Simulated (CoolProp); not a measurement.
Vapour-liquid equilibrium of R1234yf (1) + R227EA (2) at 12.4 bar; x and y are mole fractions of (1).

Model: multi-fluid Helmholtz-energy mixture model, Lemmon 2022 and Lemmon 2016; pair parameters Bell 2016, in CoolProp.

```json
[
 {"x": "0.05", "bubble temperature (K)": "334.5", "y at the bubble point": "0.062", "dew temperature at overall composition x (K)": "334.7", "liquid density (mol/L)": "7.153"},
 {"x": "0.15", "bubble temperature (K)": "333.0", "y at the bubble point": "0.181", "dew temperature at overall composition x (K)": "333.4", "liquid density (mol/L)": "…"},
 {"x": "0.25", "bubble temperature (K)": "331.5", "y at the bubble point": "0.295", "dew temperature at overall composition x (K)": "332.1", "liquid density (mol/L)": "7.462"},
 {"x": "0.35", "bubble temperature (K)": "330.0", "y at the bubble point": "0.403", "dew temperature at overall composition x (K)": "330.7", "liquid density (mol/L)": "…"},
 {"x": "0.45", "bubble temperature (K)": "328.6", "y at the bubble point": "0.507", "dew temperature at overall composition x (K)": "329.3", "liquid density (mol/L)": "7.785"},
 {"x": "0.55", "bubble temperature (K)": "327.1", "y at the bubble point": "…", "dew temperature at overall composition x (K)": "327.9", "liquid density (mol/L)": "7.952"},
 {"x": "0.65", "bubble temperature (K)": "325.8", "y at the bubble point": "0.700", "dew temperature at overall composition x (K)": "326.5", "liquid density (mol/L)": "8.124"},
 {"x": "0.75", "bubble temperature (K)": "324.4", "y at the bubble point": "0.791", "dew temperature at overall composition x (K)": "…", "liquid density (mol/L)": "8.300"},
 {"x": "0.85", "bubble temperature (K)": "…", "y at the bubble point": "0.878", "dew temperature at overall composition x (K)": "323.5", "liquid density (mol/L)": "8.481"},
 {"x": "0.95", "bubble temperature (K)": "321.8", "y at the bubble point": "0.960", "dew temperature at overall composition x (K)": "321.9", "liquid density (mol/L)": "8.667"}
]
```

Question: Complete the blanks.

Answer: 
- 0.15, liquid density (mol/L): 7.306
- 0.35, liquid density (mol/L): 7.621
- 0.55, y at the bubble point: 0.606
- 0.75, dew temperature at overall composition x (K): 325.0
- 0.85, bubble temperature (K): 323.1

No azeotrope shows between x = 0.05 and 0.95.

The pair parameters rest on a limited set of measurements; away from them the model extrapolates.
